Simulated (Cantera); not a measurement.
An isothermal, constant-pressure homogeneous reactor starts with CH₄ : N₂ = 1 : 11 (molar parts), at 1750 K and 20.0 Torr. Integrator tolerance rtol = 1e-08.

Model: GRI-Mech 3.0 (53 species, 325 reactions), integrated in Cantera. GRI-Mech 3.0 stops at C3 and has no aromatics, soot or wall deposition, so with more carbon than oxygen in the feed, carbon stays in small species such as C2H2 where larger ones or solid carbon would form. Radical loss at walls, strong at low pressure, is not modelled.

Question: What does this change do: temperature 1750 to 1600 K?

Answer: 
```csv
quantity,before,after
x(CH₄) at 2.00 s,0.000416 (gas-phase equilibrium 9.07e-6),0.0132 (gas-phase equilibrium 3.51e-5)
x(CH₂) at 2.00 s,1.42e-7 (gas-phase equilibrium 3.54e-9),1.05e-7 (gas-phase equilibrium 6.49e-10)
x(CH₃) at 2.00 s,3.34e-5 (gas-phase equilibrium 7.76e-7),0.000179 (gas-phase equilibrium 7.04e-7)
x(C₂H₆) at 2.00 s,7.18e-9 (gas-phase equilibrium 5.62e-12),2.50e-6 (gas-phase equilibrium 5.25e-11)
x(H₂) at 2.00 s,0.115 (gas-phase equilibrium 0.115),0.0968 (gas-phase equilibrium 0.115)
```

Question: What does this change do: temperature 1750 to 1575 K?

Answer: 
```tsv
quantity	before	after
x(CH₄) at 2.00 s	0.000416 (gas-phase equilibrium 9.07e-6)	0.0215 (gas-phase equilibrium 4.51e-5)
x(CH₂) at 2.00 s	1.42e-7 (gas-phase equilibrium 3.54e-9)	8.35e-8 (gas-phase equilibrium 4.73e-10)
x(CH₃) at 2.00 s	3.34e-5 (gas-phase equilibrium 7.76e-7)	0.000207 (gas-phase equilibrium 6.91e-7)
x(C₂H₆) at 2.00 s	7.18e-9 (gas-phase equilibrium 5.62e-12)	5.44e-6 (gas-phase equilibrium 7.94e-11)
x(H₂) at 2.00 s	0.115 (gas-phase equilibrium 0.115)	0.0852 (gas-phase equilibrium 0.115)
```
